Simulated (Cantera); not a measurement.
An adiabatic, constant-volume homogeneous reactor starts with CO : H2 : CH4 : O2 : N2 = 1 : 0.12 : 0.06 : 0.68 : 1.97 (molar parts), at 1025 K and 9.87 atm. Integrator tolerance rtol = 1e-08.

Detailed kinetics in Cantera: GRI-Mech 3.0 (53 species, 325 reactions). Above 3000 K some thermodynamic fits are extrapolated.

### Question
What does this change do: constant pressure in place of constant volume?

### Answer
```
quantity                                                            before                                      after
---------------------------------  ---------------------------------------  -----------------------------------------
time of steepest temperature rise                                  1.54 ms                                    1.75 ms
temperature at 0.100 s                                              3087 K                                     2861 K
equilibrium temperature                                             3087 K                                     2861 K
x(CO) at 0.100 s                     0.0965 (gas-phase equilibrium 0.0965)      0.0803 (gas-phase equilibrium 0.0803)
x(H2) at 0.100 s                   0.00352 (gas-phase equilibrium 0.00352)    0.00301 (gas-phase equilibrium 0.00301)
x(CH4) at 0.100 s                    <1e-12 (gas-phase equilibrium <1e-12)      <1e-12 (gas-phase equilibrium <1e-12)
x(CH2) at 0.100 s                    <1e-12 (gas-phase equilibrium <1e-12)      <1e-12 (gas-phase equilibrium <1e-12)
x(CH2O) at 0.100 s                 3.77e-9 (gas-phase equilibrium 3.77e-9)  9.75e-10 (gas-phase equilibrium 9.75e-10)
x(HCO) at 0.100 s                  4.32e-7 (gas-phase equilibrium 4.32e-7)    1.26e-7 (gas-phase equilibrium 1.26e-7)
x(HO2) at 0.100 s                  2.25e-5 (gas-phase equilibrium 2.25e-5)    1.07e-5 (gas-phase equilibrium 1.07e-5)
```
